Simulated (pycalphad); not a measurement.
## Phase fractions of Al-83C (at.%)

Computed with pycalphad from the COST 507 light-alloy database (1999), at 1 atm. No gas phase is included, though pure Al would boil below 3050 K. The database dates from 1999; later assessments differ in places, in temperatures and in the compounds included. Amounts are mole fractions of atoms. Diffusion is slow at the low end, where real alloys seldom reach equilibrium.

```json
[
 {"T (K)": "3050", "GRAPHITE": "0.707", "LIQUID": "0.293", "AL4C3": "-"},
 {"T (K)": "2900", "GRAPHITE": "0.730", "LIQUID": "0.270", "AL4C3": "-"},
 {"T (K)": "2750", "GRAPHITE": "0.751", "LIQUID": "0.249", "AL4C3": "-"},
 {"T (K)": "2600", "GRAPHITE": "0.769", "LIQUID": "0.231", "AL4C3": "-"},
 {"T (K)": "2450", "GRAPHITE": "0.785", "LIQUID": "0.215", "AL4C3": "-"},
 {"T (K)": "2300", "GRAPHITE": "0.702", "LIQUID": "-", "AL4C3": "0.298"},
 {"T (K)": "2150", "GRAPHITE": "0.702", "LIQUID": "-", "AL4C3": "0.298"},
 {"T (K)": "2000", "GRAPHITE": "0.702", "LIQUID": "-", "AL4C3": "0.298"},
 {"T (K)": "1850", "GRAPHITE": "0.702", "LIQUID": "-", "AL4C3": "0.298"},
 {"T (K)": "1700", "GRAPHITE": "0.702", "LIQUID": "-", "AL4C3": "0.298"},
 {"T (K)": "1550", "GRAPHITE": "0.702", "LIQUID": "-", "AL4C3": "0.298"},
 {"T (K)": "1400", "GRAPHITE": "0.702", "LIQUID": "-", "AL4C3": "0.298"},
 {"T (K)": "1250", "GRAPHITE": "0.702", "LIQUID": "-", "AL4C3": "0.298"},
 {"T (K)": "1100", "GRAPHITE": "0.702", "LIQUID": "-", "AL4C3": "0.298"},
 {"T (K)": "950", "GRAPHITE": "0.702", "LIQUID": "-", "AL4C3": "0.298"},
 {"T (K)": "800", "GRAPHITE": "0.702", "LIQUID": "-", "AL4C3": "0.298"},
 {"T (K)": "650", "GRAPHITE": "0.702", "LIQUID": "-", "AL4C3": "0.298"},
 {"T (K)": "500", "GRAPHITE": "0.702", "LIQUID": "-", "AL4C3": "0.298"}
]
```

Database names, with the compositions (at.%) that they take in these runs: AL4C3: Al 57 C 43.
